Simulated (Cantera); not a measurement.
Input (Python, Cantera):

```python
import numpy as np
import cantera as ct

gas = ct.Solution("h2o2.yaml")
gas.TPX = 1300, 420, {'H2': 0.019, 'O2': 1}
inlet = ct.Reservoir(gas, clone=True)

reactor = ct.IdealGasConstPressureReactor(gas, energy="off", clone=False)
exhaust = ct.Reservoir(gas, clone=True)
tau = [0.58, 0.2, 0.07, 0.024, 0.0084, 0.0029, 0.001][0]
for a, b in ((inlet, reactor), (reactor, exhaust)):
    ct.MassFlowController(a, b, mdot=lambda t: reactor.mass / tau)
net = ct.ReactorNet([reactor])
show = ['H2', 'O2', 'H2O', 'H', 'H2O2']

rows = []
print(f"{'tau/s':>10s}{'T/K':>9s}" + "".join(f"{s:>11s}" for s in show))
for tau in [0.58, 0.2, 0.07, 0.024, 0.0084, 0.0029, 0.001]:
    net.initial_time = 0.0
    net.advance(30 * tau)
    before = gas.X
    net.advance(40 * tau)
    drift = np.max(np.abs(gas.X - before) / (gas.X + 1e-9))
    rows.append([gas.T, *gas[show].X, drift])
    print(f"{tau:10.3e}{gas.T:9.1f}" + "".join(f"{x:11.3e}" for x in gas[show].X))
```

Result:

```
     tau/s      T/K         H2         O2        H2O          H       H2O2
 5.800e-01   1300.0  1.616e-04  9.685e-01  1.729e-02  7.707e-04  8.893e-09
 2.000e-01   1300.0  2.682e-04  9.662e-01  1.692e-02  1.027e-03  9.712e-09
 7.000e-02   1300.0  5.154e-04  9.654e-01  1.645e-02  1.224e-03  1.127e-08
 2.400e-02   1300.0  1.169e-03  9.657e-01  1.549e-02  1.423e-03  1.459e-08
 8.400e-03   1300.0  2.778e-03  9.672e-01  1.354e-02  1.569e-03  1.973e-08
 2.900e-03   1300.0  6.633e-03  9.708e-01  9.677e-03  1.380e-03  2.281e-08
 1.000e-03   1300.0  1.504e-02  9.782e-01  2.665e-03  4.114e-04  7.561e-09
```

Model: the H2/O2 subset of GRI-Mech 3.0, which has no nitrogen chemistry, integrated in Cantera. Radical loss at walls, strong at low pressure, is not modelled.
